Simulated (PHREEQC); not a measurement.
Consider water at 74 °C with 0.19 mol CaCl2, 8.8e-05 mol Na2SO4 and 0.00049 mol H4SiO4 per kg of water. Closed to the air; pH follows from the charge balance.

All values are PHREEQC results (ion-association model, phreeqc.dat), not measurements.

```json
[
 {"quantity": "pH", "before": "6.11", "after": "6.28"},
 {"quantity": "H3SiO4- (mol/kgw)", "before": "6.14e-7", "after": "1.36e-7"},
 {"quantity": "SI of Quartz (SiO2)", "before": "+0.12", "after": "-0.64"}
]
```

Problem. Name the change that produced these shifts.
A. diluted 5-fold with water
B. temperature from 74 to 30 °C
C. H4SiO4 from 0.00049 to 0.000539 mol/kgw
D. diluted 100-fold with water
E. CaCl2 left out

Solution. A, diluted 5-fold with water

This is a speciation only: nothing precipitates in the calculation. Some of these states are supersaturated (in Quartz (slow to form), for instance). Constants without temperature data keep their 25 °C values here.
